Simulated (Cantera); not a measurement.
Input: 1 mol Fe2O3, 2.1 mol CH4, 1.6 mol N2, held at 1623 K and 24.0 Pa.

Method: chemical equilibrium by Gibbs-energy minimisation in Cantera with the NASA 1993 tables (ideal gas, pure condensed phases). Candidate condensed phases: C, C6H6, C7H8, C8H18, Fe, Fe(CO)5, FeO, Fe(OH)2, Fe(OH)3, Fe2O3, Fe3O4, H2O; 140 gas species. Equilibrium is a limit: real reactors are often held back by kinetics, nucleation or transport.

Base state: H2 0.430, CO 0.246, N2 0.201, H2O 0.0953, CO2 0.0176, Fe 0.00697, H 0.00293, OH 2.71e-5 (mole fractions); condensed: Fe(γ).

Problem. What changes in the equilibrium state with this change: temperature from 1623 K to 1100 K?

Solution. 
```
species      before    after
----------  -------  -------
H2            0.430    0.455
CO            0.246    0.228
N2            0.201    0.203
CO2          0.0176   0.0377
H2O          0.0953   0.0762
Fe          0.00697  5.26e-9
OH          2.71e-5    <1e-9
FeO         1.00e-5    <1e-9
H           0.00293  1.13e-6
Fe(γ), mol     1.94        0
Fe(α), mol        0     2.00
```

Problem. What changes in the equilibrium state with this change: temperature from 1623 K to 2175 K?

Solution. 
| species | before | after |
|---|---|---|
| H2 | 0.430 | 0.244 |
| CO | 0.246 | 0.185 |
| Fe | 0.00697 | 0.184 |
| H | 0.00293 | 0.156 |
| CO2 | 0.0176 | 0.00932 |
| H2O | 0.0953 | 0.0639 |
| N2 | 0.201 | 0.148 |
| O2 | 1.53e-8 | 0.000271 |
| O | 1.52e-7 | 0.00245 |
| NO | 2.91e-7 | 0.000186 |
| OH | 2.71e-5 | 0.00548 |
| FeO | 1.00e-5 | 0.00141 |
| Fe(γ), mol | 1.94 | 0 |
